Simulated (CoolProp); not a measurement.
Properties of carbonyl sulfide along the isobar 7400 kPa.

Computed with CoolProp (reference Helmholtz-energy equation of state, Lemmon 2006). It is a short technical equation, of lower accuracy than the large ones.

| T (K) | phase | density (kg/m³) | Joule-Thomson coefficient (K/MPa) | isothermal compressibility (1/MPa) | expansivity (1/kK) |
|---|---|---|---|---|---|
| 295 | liquid | 1022 | -0.1862 | 0.003210 | 2.555 |
| 316.1 | liquid | 963.2 | -0.01518 | 0.004771 | 3.100 |
| 337.2 | liquid | 894.2 | 0.2721 | 0.007913 | 4.048 |
| 358.3 | liquid | 805.7 | 0.8525 | 0.01645 | 6.175 |
| 379.3 | supercritical | 656.8 | 2.879 | 0.08105 | 17.87 |
| 400.4 | supercritical | 256.4 | 10.67 | 0.3510 | 20.09 |
| 421.5 | supercritical | 195.3 | 9.599 | 0.2291 | 9.029 |
| 442.6 | supercritical | 167.1 | 8.432 | 0.1945 | 6.195 |
| 463.6 | supercritical | 149.0 | 7.464 | 0.1775 | 4.845 |
| 484.7 | supercritical | 135.8 | 6.660 | 0.1671 | 4.034 |
| 505.8 | supercritical | 125.4 | 5.987 | 0.1602 | 3.487 |
| 526.9 | supercritical | 117.1 | 5.418 | 0.1552 | 3.091 |
| 548 | supercritical | 110.0 | 4.930 | 0.1514 | 2.789 |
